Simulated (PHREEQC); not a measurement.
Acid rinse or clean (model solution)

Consider water at 60 °C with 0.094 mol H2SO4 and 0.0031 mol CuSO4 per kg of water. Closed to the air; pH follows from the charge balance.

All values are PHREEQC results (ion-association model, phreeqc.dat), not measurements.

Each row changes one thing in this solution. No solid was allowed to form.

```
case                                             pH  ionic strength (mol/kgw)  HSO4- (mol/kgw)  SO4-2 (mol/kgw)
---------------------------------------------  ----  ------------------------  ---------------  ---------------
as made                                        1.08                     0.120           0.0859           0.0105
CuSO4 left out                                 1.07                     0.114           0.0841          0.00991
temperature from 60 to 20 °C                   1.04                     0.141              [?]           0.0213
temperature from 60 to 40 °C                   1.06                     0.129           0.0807           0.0155
CuSO4 replaced by NaHSO4 at the same molality  1.07                     0.118           0.0867           0.0103
H2SO4 from 0.094 to 0.047 mol/kgw              1.36                    0.0678           0.0412          0.00812
H2SO4 from 0.094 to 0.188 mol/kgw              0.81                       [?]            0.177              [?]
```

Problem. Some entries are withheld; supply them.

Solution. 
- temperature from 60 to 20 °C, HSO4- (mol/kgw): 0.0748
- H2SO4 from 0.094 to 0.188 mol/kgw, ionic strength (mol/kgw): 0.221
- H2SO4 from 0.094 to 0.188 mol/kgw, SO4-2 (mol/kgw): 0.0138

Away from 25 °C the constants follow the database's enthalpies or fits; those with neither stay at their 25 °C values.
